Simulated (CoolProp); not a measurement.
Ethylene along the isotherm 309.1 K: Z from the reference equation and from simpler models built on Tc = 282.4 K, pc = 5.042 MPa, ω = 0.087; each cubic takes its own stable root.

Values from CoolProp's reference Helmholtz-energy equation of state, Smukala 2000.

```csv
p (MPa),phase,reference
0.18,gas,0.9909
0.36,gas,0.9816
0.54,gas,0.9723
0.72,gas,0.9629
0.9,gas,0.9533
1.08,gas,0.9436
1.26,gas,0.9338
1.44,gas,0.9239
1.62,gas,0.9139
1.8,gas,0.9037
1.98,gas,0.8934
2.16,gas,0.8829
2.34,gas,0.8723
2.52,gas,0.8615
```

Question: How far does each simpler model (Soave-Redlich-Kwong, Peng-Robinson) lie from the reference over these 14 states: mean and median of the absolute difference, and the worst?

Answer: 
- Soave-Redlich-Kwong: mean 0.0 %, median 0.0 %, worst -0.1 % at 309.1 K and 1.62 MPa
- Peng-Robinson: mean 1.0 %, median 1.0 %, worst -1.9 % at 309.1 K and 2.52 MPa
